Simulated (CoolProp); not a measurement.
A simple Rankine cycle with isobutane: condensing at 304.15 K, boiler at 1.47 MPa, turbine inlet 507.6 K, turbine efficiency 0.85, pump efficiency 0.8, no recuperator. Each further row changes one setting.

Computed with CoolProp (reference Helmholtz-energy equation of state, Bücker 2006).

```csv
case,thermal efficiency (%),net work (kJ/kg),heat in (kJ/kg),turbine exit temperature (K),volume ratio over the turbine
as stated,9.1,69.3,757,474.6,[?]
turbine inlet 527.6 K,9.0,72.7,812,494.6,3.44
condensing temperature 296.15 K,[?],81.9,777,468.9,4.32
boiler pressure 1.03 MPa,6.7,51.2,[?],484.3,2.42
turbine efficiency 0.75,[?],[?],757,477.9,3.48
```

Problem. Some entries are withheld; supply them.

Solution. 
- as stated, volume ratio over the turbine: 3.46
- condensing temperature 296.15 K, thermal efficiency (%): 10.5
- boiler pressure 1.03 MPa, heat in (kJ/kg): 764
- turbine efficiency 0.75, thermal efficiency (%): 8.0
- turbine efficiency 0.75, net work (kJ/kg): 60.8
